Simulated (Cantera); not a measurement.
Input: 1 mol TiC, 4.8 mol H2, at 2402 °C and 3.50 bar.

Cantera equilibrium calculation (NASA polynomials, part measured and part estimated; ideal gas, pure solids and liquids). Candidate condensed phases: C, C6H6, C7H8, C8H18, Ti, TiC; 77 gas species. TiC: taken at fixed stoichiometry. Kinetics and transport are ignored.

Base state: H2 0.973, H 0.0272, Ti 9.07e-5, C2H2 (acetylene) 3.35e-5, CH4 1.53e-5 (mole fractions); condensed: TiC(s).

**Question.** What changes in the equilibrium state with this change: temperature from 2402 °C to 2150 °C?

**Answer.** 
```json
[
 {"species": "H2", "before": "0.973", "after": "0.991"},
 {"species": "H", "before": "0.0272", "after": "0.00943"},
 {"species": "Ti", "before": "9.07e-5", "after": "1.29e-5"},
 {"species": "C2H2 (acetylene)", "before": "3.35e-5", "after": "1.55e-6"},
 {"species": "CH4", "before": "1.53e-5", "after": "8.33e-6"},
 {"species": "TiC(s), mol", "before": "1.000", "after": "1.000"}
]
```

**Question.** What changes in the equilibrium state with this change: pressure from 3.50 bar to 1.33 mbar?

**Answer.** 
| species | before | after |
|---|---|---|
| H | 0.0272 | 0.721 |
| H2 | 0.973 | 0.260 |
| Ti | 9.07e-5 | 0.0135 |
| C3 | <1e-9 | 0.00166 |
| C2 | <1e-9 | 0.000224 |
| C | 1.80e-8 | 0.000833 |
| C4H2 | <1e-9 | 1.24e-5 |
| TiC(s), mol | 1.000 | 0.896 |
